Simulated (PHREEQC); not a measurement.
## Leach liquor: an equilibrium model

Dissolve 8.4 mmol/kgw H2SO4 and 190 mmol/kgw ZnSO4 at 45 °C. Closed to the air; pH follows from the charge balance.

All values are PHREEQC results (ion-association model, wateq4f.dat), not measurements.

| Item | Result |
|---|---|
| pH | 2.40 |
| ionic strength | 0.353 mol/kgw |
| total alkalinity | -16.8 meq/kg |

```json
[
 {"species": "Zn+2", "molality": "0.0878", "activity": "0.0233", "log γ": "-0.576"},
 {"species": "ZnSO4", "molality": "0.0751", "activity": "0.0814", "log γ": "0.035"},
 {"species": "SO4-2", "molality": "0.0573", "activity": "0.0129", "log γ": "-0.648"},
 {"species": "Zn(SO4)2-2", "molality": "0.0272", "activity": "0.00740", "log γ": "-0.565"},
 {"species": "HSO4-", "molality": "0.0117", "activity": "0.00794", "log γ": "-0.167"},
 {"species": "H+", "molality": "0.00514", "activity": "0.00396", "log γ": "-0.113"},
 {"species": "ZnOH+", "molality": "3.68e-8", "activity": "2.66e-8", "log γ": "-0.141"}
]
```

Precipitation was switched off in this run. Constants without temperature data keep their 25 °C values here.
